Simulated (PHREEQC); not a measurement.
Consider water at 60 °C with 0.37 mol MgSO4 and 0.43 mol MgCl2 per kg of water. Closed to the air; pH follows from the charge balance.

Model: Pitzer model, pitzer.dat, run in PHREEQC.

```tsv
quantity	before	after
pH	5.96	5.95
MgOH+ (mol/kgw)	4.84e-6	3.44e-6
HSO4- (mol/kgw)	3.81e-6	2.37e-6
SI of Hexahydrite (MgSO4:6H2O)	-1.34	-1.62
SI of Epsomite (MgSO4:7H2O)	-1.38	-1.65
```

**Question.** Which change was made?
(A) temperature from 60 to 90 °C
(B) 0.011 mol/kgw NaHCO3 added
(C) MgSO4 from 0.37 to 0.185 mol/kgw
(D) diluted 10-fold with water

**Answer.** C, MgSO4 from 0.37 to 0.185 mol/kgw

Precipitation was switched off in this run. Away from 25 °C the constants follow the database's enthalpies or fits; those with neither stay at their 25 °C values.
